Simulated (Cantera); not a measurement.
A perfectly stirred reactor is fed with NH3 : N2 = 1 : 0.36 (molar parts), at 58000 Pa; it is held at 1575 K, and followed from long to short residence time.

Detailed kinetics in Cantera: the gas-phase N/H chemistry of the illustrative SiF4/NH3 mechanism in the Surface Chemkin manual (1991). Walls and surfaces, which speed up NH3 decomposition in real reactors, are not modelled.

Problem. What does this change do: pressure from 58000 Pa to 13300 Pa?

Solution. 
```
quantity                 before     after
----------------------  -------  --------
x(NH3) at τ = 2.70 s      0.606     0.675
x(N2H4) at τ = 2.70 s   9.97e-8   4.51e-8
x(NH2) at τ = 2.70 s    6.64e-5   9.33e-5
x(H2) at τ = 2.70 s       0.112    0.0517
x(H) at τ = 2.70 s      5.25e-6   3.07e-6
x(NH3) at τ = 41.0 ms     0.733     0.734
x(N2H4) at τ = 41.0 ms  1.36e-7   3.99e-8
x(NH2) at τ = 41.0 ms   7.77e-5   8.77e-5
x(H2) at τ = 41.0 ms    0.00212  0.000654
x(H) at τ = 41.0 ms     1.07e-7   4.83e-8
```

Problem. What does this change do: temperature 1575 to 2000 K?

Solution. 
```tsv
quantity	before	after
x(NH3) at τ = 2.70 s	0.606	0.0159
x(N2H4) at τ = 2.70 s	9.97e-8	1.51e-9
x(NH2) at τ = 2.70 s	6.64e-5	7.50e-5
x(H2) at τ = 2.70 s	0.112	0.621
x(H) at τ = 2.70 s	5.25e-6	0.00100
x(NH3) at τ = 41.0 ms	0.733	0.390
x(N2H4) at τ = 41.0 ms	1.36e-7	1.25e-7
x(NH2) at τ = 41.0 ms	7.77e-5	0.000683
x(H2) at τ = 41.0 ms	0.00212	0.297
x(H) at τ = 41.0 ms	1.07e-7	0.000180
```
